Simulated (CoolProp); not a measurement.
Model: reference Helmholtz-energy equation of state, Akasaka 2019, in CoolProp.

Problem. For R1234ze(Z), give the phase and the cp (kJ/(kg K)), cv (kJ/(kg K)) at 440 K and 2.59 bar; 440 K and 4.91 bar; 440 K and 9.31 bar.

Solution. 
- 440 K and 2.59 bar: gas; cp 1.08, cv 1.000
- 440 K and 4.91 bar: gas; cp 1.10, cv 1.01
- 440 K and 9.31 bar: gas; cp 1.13, cv 1.02
